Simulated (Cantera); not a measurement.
Input: 1 mol Si, 0.55 mol HCl, 1.6 mol H2, equilibrated at 0.100 bar.

Method: chemical equilibrium by Gibbs-energy minimisation in Cantera with the NASA 1993 tables (ideal gas, pure condensed phases). Candidate condensed phases: Si; 19 gas species. Kinetics and transport are ignored. All values below are at 425 °C.

Base state: H2 0.925, SiCl4 0.0519, SiHCl3 0.0219, SiH2Cl2 0.000604, HCl 0.000433 (mole fractions); condensed: Si(s).

### Question
What changes in the equilibrium state with this change: HCl from 0.55 to 1.6 mol?

### Answer
```
species       before     after
----------  --------  --------
H2             0.925     0.845
SiCl4         0.0519     0.115
SiHCl3        0.0219    0.0380
SiH2Cl2     0.000604  0.000822
HCl         0.000433  0.000506
Si(s), mol     0.851     0.573
```
